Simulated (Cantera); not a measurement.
An adiabatic, constant-volume homogeneous reactor starts with CH₄ : H₂ : O₂ : N₂ = 1 : 0.59 : 1.35 : 5.08 (molar parts), at 1325 K and 42000 Pa.

Detailed kinetics in Cantera: GRI-Mech 3.0 (53 species, 325 reactions).

**Question.** Predict: time of steepest temperature rise; temperature at 3.00 s; equilibrium temperature; x(H₂) at 3.00 s; x(O₂) at 3.00 s; x(H) at 3.00 s; x(N₂O) at 3.00 s.

**Answer.** 
```json
{
  "time_of_steepest_temperature_rise": "1.64 ms",
  "temperature at 3.00 s": "2752 K",
  "equilibrium_temperature": "2752 K",
  "x(H₂) at 3.00 s": "0.116 (gas-phase equilibrium 0.116)",
  "x(O₂) at 3.00 s": "0.000654 (gas-phase equilibrium 0.000654)",
  "x(H) at 3.00 s": "0.0242 (gas-phase equilibrium 0.0242)",
  "x(N₂O) at 3.00 s": "7.69e-8 (gas-phase equilibrium 7.69e-8)"
}
```
